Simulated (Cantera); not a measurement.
Mixture: CH4 : O2 : N2 = 1 : 2.74 : 10.3 (molar parts), equivalence ratio 0.73, at 1.78 atm, adiabatic and at constant volume. Ignition delay is the time to a rise of 400 K.

Model: GRI-Mech 3.0 (53 species, 325 reactions), integrated in Cantera.

Question: What does this change do: pressure from 1.78 atm to 0.967 atm?

Answer: 
```
quantity                                                before       after
--------------------------------------------------  ----------  ----------
delay at 1048 K                                        0.219 s     0.410 s
delay at 1148 K                                        46.7 ms     82.2 ms
delay at 1248 K                                        11.6 ms     19.4 ms
delay at 1348 K                                        3.29 ms     5.33 ms
delay at 1448 K                                        1.07 ms     1.71 ms
delay at 1548 K                                       0.401 ms    0.652 ms
apparent activation energy between 1348 and 1548 K  180 kJ/mol  180 kJ/mol
```

Question: What does this change do: 0.86 parts H2O added?

Answer: 
| quantity | before | after |
|---|---|---|
| delay at 1048 K | 0.219 s | 0.226 s |
| delay at 1148 K | 46.7 ms | 50.6 ms |
| delay at 1248 K | 11.6 ms | 13.1 ms |
| delay at 1348 K | 3.29 ms | 3.79 ms |
| delay at 1448 K | 1.07 ms | 1.22 ms |
| delay at 1548 K | 0.401 ms | 0.445 ms |
| apparent activation energy between 1348 and 1548 K | 180 kJ/mol | 190 kJ/mol |

Question: What does this change do: CH4 1 to 0.31 parts?

Answer: 
```csv
quantity,before,after
delay at 1048 K,0.219 s,0.130 s
delay at 1148 K,46.7 ms,27.1 ms
delay at 1248 K,11.6 ms,6.83 ms
delay at 1348 K,3.29 ms,2.07 ms
delay at 1448 K,1.07 ms,0.759 ms
delay at 1548 K,0.401 ms,0.334 ms
apparent activation energy between 1348 and 1548 K,180 kJ/mol,160 kJ/mol
```
